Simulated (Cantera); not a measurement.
Cantera run, input and output.

```python
import numpy as np
import cantera as ct

gas = ct.Solution("SiF4_NH3_mec.yaml", "gas")
gas.TPX = 1525, 21000, {'NH3': 1, 'N2': 0.22}
reactor = ct.IdealGasConstPressureReactor(gas, energy="off", clone=False)
net = ct.ReactorNet([reactor])
net.rtol, net.atol = 1e-08, 1e-18
show = ['NH3', 'NH2', 'N2H2', 'N2H4', 'H2', 'N']
times = np.geomspace(2e-06, 4, 12)

steps = ct.SolutionArray(gas, extra=["t"])
rows = []
print(f"{'t/s':>10s}{'T/K':>9s}{'P/Pa':>11s}" + "".join(f"{s:>11s}" for s in show))
for t in times:
    while net.time < t:
        t_next = net.step()
        steps.append(gas.state, t=t_next)
    rows.append([np.interp(t, steps.t, y) for y in (steps.T, steps.P, *steps(*show).X.T)])
    print(f"{t:10.3e}{rows[-1][0]:9.1f}{rows[-1][1]:11.4g}" + "".join(f"{x:11.3e}" for x in rows[-1][2:]))
rate = np.gradient(steps.T, steps.t)
print("integrator steps:", len(steps.t))
if steps.T.max() > steps.T[0] + 200:
    print(f"time of steepest temperature rise: {steps.t[rate.argmax()]:.4e} s")
gas.TPX = 1525, 21000, {'NH3': 1, 'N2': 0.22}
gas.equilibrate("TP")
print(f"equilibrium (TP): T = {gas.T:.1f} K  " + "  ".join(f"{s} {gas[s].X[0]:.3e}" for s in show))
```

Result:

```
       t/s      T/K       P/Pa        NH3        NH2       N2H2       N2H4         H2          N
 2.000e-06   1525.0    2.1e+04  8.197e-01  6.417e-09  2.020e-17  1.298e-17  2.471e-09  3.212e-23
 7.479e-06   1525.0    2.1e+04  8.197e-01  2.790e-08  1.509e-15  9.378e-16  1.314e-08  3.615e-21
 2.797e-05   1525.0    2.1e+04  8.197e-01  1.088e-07  8.701e-14  4.770e-14  5.357e-08  2.582e-19
 1.046e-04   1525.0    2.1e+04  8.197e-01  4.111e-07  4.206e-12  1.616e-12  2.048e-07  2.066e-17
 3.911e-04   1525.0    2.1e+04  8.197e-01  1.541e-06  1.548e-10  3.341e-11  7.705e-07  1.945e-15
 1.463e-03   1525.0    2.1e+04  8.197e-01  5.758e-06  3.566e-09  5.221e-10  2.918e-06  1.337e-13
 5.470e-03   1525.0    2.1e+04  8.196e-01  2.125e-05  5.813e-08  7.323e-09  1.289e-05  2.349e-12
 2.045e-02   1525.0    2.1e+04  8.195e-01  5.958e-05  4.842e-07  5.781e-08  1.238e-04  2.448e-11
 7.649e-02   1525.0    2.1e+04  8.185e-01  6.739e-05  6.226e-07  7.397e-08  8.904e-04  9.958e-11
 2.860e-01   1525.0    2.1e+04  8.150e-01  6.689e-05  6.178e-07  7.290e-08  3.812e-03  3.540e-10
 1.070e+00   1525.0    2.1e+04  8.020e-01  6.540e-05  5.987e-07  6.969e-08  1.456e-02  1.166e-09
 4.000e+00   1525.0    2.1e+04  7.563e-01  6.167e-05  5.313e-07  6.196e-08  5.221e-02  2.745e-09
integrator steps: 608
equilibrium (TP): T = 1525.0 K  NH3 3.766e-06  NH2 5.362e-10  N2H2 2.775e-15  N2H4 4.721e-18  H2 6.756e-01  N 1.411e-13
```

Model: the gas-phase N/H chemistry of the illustrative SiF4/NH3 mechanism in the Surface Chemkin manual (1991), integrated in Cantera. Walls and surfaces, which speed up NH3 decomposition in real reactors, are not modelled.
